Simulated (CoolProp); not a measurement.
Values from CoolProp's reference Helmholtz-energy equation of state, de Reuck 1990.

Q: For fluorine, give the phase and the cp (kJ/(kg K)) at 300 K and 120 kPa; 300 K and 5570 kPa; 300 K and 20000 kPa.

A: 
- 300 K and 120 kPa: gas; cp 0.826
- 300 K and 5570 kPa: supercritical; cp 0.878
- 300 K and 20000 kPa: supercritical; cp 1.02
